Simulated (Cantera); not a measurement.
A closed system holds: 1 mol BN, 2.9 mol H₂, 0.88 mol N₂, 0.1 mol O₂, at 0.470 bar.

Cantera equilibrium calculation (NASA polynomials, part measured and part estimated; ideal gas, pure solids and liquids). Candidate condensed phases: B, BN, B₂O₃, B₃O₃H₃, H₂O; 39 gas species. Mutual solubility and eutectic melting of coexisting phases are not modelled. The numbers say what is thermodynamically allowed, not how fast it happens. All values below are at 1723 K.

Base state: H₂ 0.737, N₂ 0.242, HBO₂ 0.00978, HBO 0.00516, H₂O 0.00254, B₂O₃ 0.00238, H 0.000228, B₂O₂ 0.000160 (mole fractions); condensed: BN(s) + B₂O₃(l).

**Question.** What changes in the equilibrium state with this change: pressure from 0.470 bar to 0.133 bar?

**Answer.** 
```csv
species,before,after
H₂,0.737,0.729
N₂,0.242,0.242
HBO₂,0.00978,0.0110
HBO,0.00516,0.0103
B₂O₃,0.00238,0.00536
B₂O₂,0.000160,0.000637
BO,3.11e-5,0.000117
"BN(s), mol",0.879,0.869
"B₂O₃(l), mol",0.0217,0
```
